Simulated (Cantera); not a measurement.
Input: 1 mol SiH4, 0.54 mol H2O, 3.3 mol N2, held at 8.70e-5 bar.

Equilibrium computed with Cantera from the NASA thermochemical tables; the gas is ideal and each condensed phase is pure. Candidate condensed phases: H2O, Si, SiO2, Si2N2O, Si3N4; 35 gas species. N2 is the only nitrogen source here; it is nearly inert below about 1500 K, so the nitride shown seldom forms there in practice. Equilibrium is a limit: real reactors are often held back by kinetics, nucleation or transport. All values below are at 1425 K.

Base state: N2 0.520, H2 0.465, SiO 0.0146, H 0.000499 (mole fractions); condensed: Si2N2O(s).

Question: What changes in the equilibrium state with this change: H2O from 0.54 to 2.2 mol?

Answer: 
```csv
species,before,after
H2,0.465,0.533
N2,0.520,0.440
H2O,3.11e-7,0.0267
SiO,0.0146,3.99e-5
H,0.000499,0.000534
"Si2N2O(s), mol",0.460,0
"SiO2(β-quartz), mol",0,1.000
```
The tables hold silica as quartz up to 1696 K and as liquid above; real silica turns to tridymite and cristobalite and melts near 1996 K.

Question: What changes in the equilibrium state with this change: H2O from 0.54 to 1.6 mol?

Answer: 
| species | before | after |
|---|---|---|
| H2 | 0.465 | 0.493 |
| N2 | 0.520 | 0.452 |
| SiO | 0.0146 | 0.0548 |
| H2O | 3.11e-7 | 1.80e-5 |
| H | 0.000499 | 0.000513 |
| Si2N2O(s), mol | 0.460 | 0 |
| SiO2(β-quartz), mol | 0 | 0.600 |
The tables hold silica as quartz up to 1696 K and as liquid above; real silica turns to tridymite and cristobalite and melts near 1996 K.
